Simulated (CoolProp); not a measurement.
Saturation properties of R143a (Tc = 72.7 °C, pc = 3.762 MPa, ω = 0.261).

Model: reference Helmholtz-energy equation of state, Lemmon and Jacobsen 2000, in CoolProp.

| T (°C) | p (MPa) | enthalpy of vaporisation (kJ/kg) | liquid cp (kJ/(kg K)) | liquid viscosity (µPa s) |
|---|---|---|---|---|
| -92.05 | 0.006477 | 255.2 | 1.230 | 363 |
| -87.75 | 0.009028 | 252.6 | 1.237 | 342 |
| -83.45 | 0.01236 | 250.0 | 1.244 | 323 |
| -79.15 | 0.01666 | … | 1.252 | 306 |
| -74.85 | 0.02210 | 244.7 | 1.260 | 291 |
| -70.55 | 0.02893 | 242.0 | 1.269 | 277 |
| -66.25 | 0.03737 | … | … | 264 |
| -61.95 | 0.04769 | 236.5 | 1.288 | 252 |
| -57.65 | 0.06018 | 233.7 | 1.298 | 241 |
| -53.35 | 0.07515 | 230.8 | 1.309 | 231 |
| -49.05 | 0.09292 | 227.9 | … | 222 |
| -44.75 | 0.1139 | 224.9 | 1.332 | 213 |
| -40.45 | 0.1383 | 221.8 | 1.344 | 204 |
| -36.15 | 0.1667 | 218.7 | 1.356 | 196 |

Fill in the missing entries.


- -79.15, enthalpy of vaporisation (kJ/kg): 247.3
- -66.25, enthalpy of vaporisation (kJ/kg): 239.3
- -66.25, liquid cp (kJ/(kg K)): 1.279
- -49.05, liquid cp (kJ/(kg K)): 1.320

It boils at -47.2 °C under 1 atm.

Viscosity comes from a separate model (Klein 1997), an estimate that may be off by 10 % or more.
